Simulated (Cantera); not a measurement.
A closed system holds: 1 mol Si3N4, 0.21 mol O2, a varied amount of H2, equilibrated at 1773 K and 28.0 Pa.

Equilibrium computed with Cantera from the NASA thermochemical tables; the gas is ideal and each condensed phase is pure. Candidate condensed phases: H2O, Si, SiO2, Si2N2O, Si3N4; 35 gas species. Gases not in the tables: Si2H6 and higher silanes. Equilibrium is a limit: real reactors are often held back by kinetics, nucleation or transport.

Task: What share of the Si ends up in condensed phases as a function of n(H2) (mol), at 8, 13, 23, 38, 64, 110, 180, 310, 510, 870?

Result: 
| n(H2) (mol) | Si condensed (%) | as |
|---|---|---|
| 8 | 83.2 | Si(l) |
| 13 | 81.8 | Si(l) |
| 23 | 79.1 | Si(l) |
| 38 | 75.1 | Si(l) |
| 64 | 68.1 | Si(l) |
| 110 | 55.8 | Si(l) |
| 180 | 37.0 | Si(l) |
| 310 | 2.1 | Si(l) |
| 510 | 0.0 | - |
| 870 | 0.0 | - |
